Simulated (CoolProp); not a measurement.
Saturation properties of toluene.

Computed with CoolProp (reference Helmholtz-energy equation of state, Lemmon 2006). It is a short technical equation, of lower accuracy than the large ones.

| T (K) | p (MPa) | vapour density (kg/m³) | liquid cp (kJ/(kg K)) | surface tension (mN/m) |
|---|---|---|---|---|
| 399.6 | 0.1557 | 4.568 | 2.064 | 16.1 |
| 408.2 | 0.1934 | 5.608 | 2.098 | 15.2 |
| 416.7 | 0.2373 | 6.810 | 2.132 | 14.3 |
| 425.3 | 0.2890 | 8.223 | 2.167 | 13.4 |
| 433.8 | 0.3483 | … | 2.202 | 12.5 |
| 442.4 | 0.4172 | 11.72 | 2.239 | 11.7 |
| 450.9 | 0.4949 | … | 2.276 | 10.8 |
| 459.5 | 0.5842 | 16.33 | 2.315 | … |
| 468 | … | 19.12 | 2.355 | 9.15 |
| 476.6 | … | 22.34 | 2.398 | … |
| 485.1 | 0.9223 | … | 2.442 | 7.55 |
| 493.7 | … | 30.18 | 2.491 | 6.77 |
| 502.2 | 1.218 | 34.94 | 2.542 | 6.02 |

Q: Fill in the missing entries.

A: 
- 433.8, vapour density (kg/m³): 9.839
- 450.9, vapour density (kg/m³): 13.86
- 459.5, surface tension (mN/m): 9.97
- 468, p (MPa): 0.6839
- 476.6, p (MPa): 0.7971
- 476.6, surface tension (mN/m): 8.34
- 485.1, vapour density (kg/m³): 25.98
- 493.7, p (MPa): 1.063

It boils at 383.7 K under 1 atm.

Surface tension comes from a separate correlation (Mulero 2012).
